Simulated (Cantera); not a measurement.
Charge: 1 mol MgO, 0.062 mol H2O, 4.4 mol N2, 0.48 mol HI, held at 0.510 bar.

These are equilibrium values from Cantera (NASA tables, ideal gas, pure condensed phases), not measurements of a reactor. Candidate condensed phases: H2O, I2, Mg, MgI2, MgO, Mg(OH)2; 36 gas species. Kinetics and transport are ignored. All values below are at 1325 °C.

Base state: N2 0.859, I 0.0702, H2 0.0359, HI 0.0207, H2O 0.0127, I2 0.000773, MgI2 0.000618, H 1.41e-5 (mole fractions); condensed: MgO(s).

Q: What changes in the equilibrium state with this change: HI from 0.48 to 0.01 mol?

A: 
```tsv
species	before	after
N2	0.859	0.983
H2O	0.0127	0.0138
I	0.0702	0.00212
H2	0.0359	0.00106
HI	0.0207	0.000108
MgI2	0.000618	1.54e-8
I2	0.000773	7.08e-7
H	1.41e-5	2.43e-6
MgO(s), mol	0.997	1.00
```
